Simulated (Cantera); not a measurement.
Source: NASA polynomial tables (part measured, part estimated), evaluated in Cantera. Values are per mole of reaction as written; species without (g) are pure solids or liquids, kept so even where they would boil at 1 bar.

Q: Between 2150 and 2550 K, where is each reaction favourable under standard conditions?
- O(g) + 2 Al(g) → Al2O(g)

A: 
- O(g) + 2 Al(g) → Al2O(g): ΔG° is -530 kJ at 2150 K and -431 kJ at 2550 K; it stays negative (K > 1). ΔH° is -1059 kJ and ΔS° -246 J/K at 2550 K.
